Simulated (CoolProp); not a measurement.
Properties of normal hydrogen along the isobar 101 kPa (Tc = -240.0 °C, pc = 1296 kPa, ω = -0.219).

The numbers come from the reference Helmholtz-energy equation of state, Leachman 2009 in CoolProp.

```json
[
 {"T (°C)": "-244.75", "phase": "gas", "cv (kJ/(kg K))": "6.239", "speed of sound (m/s)": "434.5", "viscosity (µPa s)": "1.44", "conductivity (mW/(m K))": "23.2"},
 {"T (°C)": "-217.45", "phase": "gas", "cv (kJ/(kg K))": "6.243", "speed of sound (m/s)": "617.3", "viscosity (µPa s)": "2.63", "conductivity (mW/(m K))": "41.3"},
 {"T (°C)": "-190.15", "phase": "gas", "cv (kJ/(kg K))": "6.631", "speed of sound (m/s)": "745.8", "viscosity (µPa s)": "3.59", "conductivity (mW/(m K))": "57.9"},
 {"T (°C)": "-162.75", "phase": "gas", "cv (kJ/(kg K))": "7.380", "speed of sound (m/s)": "843.4", "viscosity (µPa s)": "4.43", "conductivity (mW/(m K))": "75.0"},
 {"T (°C)": "-135.45", "phase": "gas", "cv (kJ/(kg K))": "8.158", "speed of sound (m/s)": "925.7", "viscosity (µPa s)": "5.19", "conductivity (mW/(m K))": "93.0"},
 {"T (°C)": "-108.15", "phase": "gas", "cv (kJ/(kg K))": "8.805", "speed of sound (m/s)": "1001", "viscosity (µPa s)": "5.90", "conductivity (mW/(m K))": "111"},
 {"T (°C)": "-80.85", "phase": "gas", "cv (kJ/(kg K))": "9.295", "speed of sound (m/s)": "1071", "viscosity (µPa s)": "6.57", "conductivity (mW/(m K))": "128"},
 {"T (°C)": "-53.55", "phase": "gas", "cv (kJ/(kg K))": "9.652", "speed of sound (m/s)": "1138", "viscosity (µPa s)": "7.20", "conductivity (mW/(m K))": "145"},
 {"T (°C)": "-26.15", "phase": "gas", "cv (kJ/(kg K))": "9.904", "speed of sound (m/s)": "1202", "viscosity (µPa s)": "7.81", "conductivity (mW/(m K))": "160"},
 {"T (°C)": "1.15", "phase": "gas", "cv (kJ/(kg K))": "10.08", "speed of sound (m/s)": "1264", "viscosity (µPa s)": "8.40", "conductivity (mW/(m K))": "174"},
 {"T (°C)": "28.45", "phase": "gas", "cv (kJ/(kg K))": "10.19", "speed of sound (m/s)": "1323", "viscosity (µPa s)": "8.97", "conductivity (mW/(m K))": "187"}
]
```

Viscosity comes from a separate model (Muzny 2013). Thermal conductivity comes from a separate model (Assael 2011).
